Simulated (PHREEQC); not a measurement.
H2SO4 is added in steps, without added water, to 1 kg of water holding 0.018 mol CdCl2, 0.015 mol CaCl2, 0.00011 mol NaF and 0.16 mol NaCl, at 20 °C. O2 is buffered at 0.21 atm. CO2 is held at log p = -2 (atm). The run lets Calcite, Gypsum, Fluorite, Portlandite, Cd(OH)2, Otavite, CdOHCl, Halite, Mirabilite, Nahcolite, Natron, CdF2 precipitate or redissolve, and no other solid.

Base run: PHREEQC, ion-association model, wateq4f.dat. Each further column changes one thing. The table gives SO4-2 (mol/kgw).

```tsv
H2SO4 added (mol)	base	Davies equation for every ion	Debye-Hückel limiting law	all activity coefficients set to 1	database phreeqc.dat
0	0	0	0	0	0
0.00074	0.000479	0.000469	0.000647	0.000153	0.000486
0.00148	0.000935	0.000917	0.00128	0.000302	0.000950
0.00259	0.00158	0.00155	0.00221	0.000518	0.00161
0.00333	0.00199	0.00196	0.00281	0.000658	0.00202
0.00407	0.00239	0.00234	0.00341	0.000793	0.00242
0.00481	0.00277	0.00271	0.00399	0.000925	0.00281
0.00592	0.00331	0.00325	0.00485	(withheld)	0.00336
0.00666	0.00366	0.00359	0.00541	(withheld)	0.00372
0.0074	0.00400	0.00392	0.00597	(withheld)	0.00406
```

**Question.** Fill in the missing entries.

**Answer.** 
- 0.00592, all activity coefficients set to 1: 0.00112
- 0.00666, all activity coefficients set to 1: 0.00124
- 0.0074, all activity coefficients set to 1: 0.00136

 phreeqc.dat and wateq4f.dat share most of their constants, so their agreement is no independent check. Solids allowed in the column 'database phreeqc.dat': Calcite, Gypsum, Fluorite, Halite, Cd(OH)2, Otavite.
